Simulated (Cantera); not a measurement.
A closed system holds: 1 mol CF₄, 0.019 mol HCl, 0.75 mol H₂, held at 2.10e-5 bar.

Points: T (K) = 1600, 1700, 1800, 1900, 2000, 2100, 2200, 2300, 2400, 2500, 2600.

Cantera's Mixture.equilibrate('TP', solver="vcs", rtol=1e-11, max_steps=5000) on the NASA tables stopped like this:

```
ERROR: FAILURE its = 5001!

*******************************************************************************
CanteraError thrown by MultiPhase::equilibrate:
VCS solver failed. Return code: -1
*******************************************************************************
```

Task: What got this run through?

Result: One answer among several that fit: The failure is numerical, not chemical. The same input converged with solver="gibbs", rtol=1e-10, max_steps=50000, and the result passed a check of the equilibrium conditions:
```
log10 of partial pressures in bar; condensed amounts in mol
       T/K        HF         F       CF4       CF2         H        C3         C        CF        CL     C(gr)
      1600    -4.842    -6.330    -5.256    -6.390   -11.309   -15.935   -15.201    -9.747    -6.746    0.3703
      1700    -4.873    -5.747    -5.358    -5.907   -10.798   -14.348   -13.822    -8.844    -6.776    0.3594
      1800    -4.951    -5.291    -5.696    -5.602   -10.330   -12.941   -12.597    -8.103    -6.854    0.3819
      1900    -5.041    -5.036    -6.613    -5.638    -9.778   -11.685   -11.502    -7.596    -6.944    0.5682
      2000    -5.077    -4.946    -7.994    -5.950    -9.095   -10.557   -10.517    -7.279    -6.980    0.7845
      2100    -5.091    -4.913    -9.440    -6.331    -8.409    -9.540    -9.626    -7.042    -6.994    0.8952
      2200    -5.098    -4.901   -10.828    -6.715    -7.761    -8.617    -8.816    -6.847    -7.000    0.9346
      2300    -5.104    -4.898   -12.125    -7.081    -7.161    -7.777    -8.078    -6.676    -7.004    0.9319
      2400    -5.121    -4.899   -13.331    -7.426    -6.617    -7.008    -7.401    -6.525    -7.011    0.8659
      2500    -5.175    -4.908   -14.470    -7.759    -6.146    -6.304    -6.779    -6.394    -7.034    0.5527
      2600    -5.298    -4.916   -15.630    -8.175    -5.785    -5.971    -6.310    -6.380    -7.079         0
```

The gas is ideal and each condensed phase is pure. Gases not in the tables: C2F6 and larger saturated fluorocarbons.
